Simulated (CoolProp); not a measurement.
Saturated liquid density (kg/m³) of R113: the reference equation beside estimates from Tc = 487.2 K, pc = 3.392 MPa, ω = 0.253.

Model: reference Helmholtz-energy equation of state, Marx 1992, in CoolProp.

```csv
T (K),reference,Soave-Redlich-Kwong,Peng-Robinson
258.7,1655,1532,1725
263.1,1645,1524,1717
267.5,1635,1516,…
271.9,1625,…,1699
276.3,…,1499,1690
280.7,1604,1491,1681
285.1,1594,1482,1671
289.5,1584,1473,…
294,…,1463,…
298.4,1562,1454,1641
302.8,1552,1444,1631
307.2,1541,1434,1620
311.6,1531,1424,1609
316,1520,1414,…
320.4,1509,1403,1587
```

What belongs in the gaps?


- 267.5, Peng-Robinson: 1708
- 271.9, Soave-Redlich-Kwong: 1508
- 276.3, reference: 1614
- 289.5, Peng-Robinson: 1662
- 294, reference: 1573
- 294, Peng-Robinson: 1651
- 316, Peng-Robinson: 1598

Absolute difference from the reference over all 15 rows, mean and median: Soave-Redlich-Kwong 7.1 and 7.0 %, Peng-Robinson 4.8 and 4.9 %.
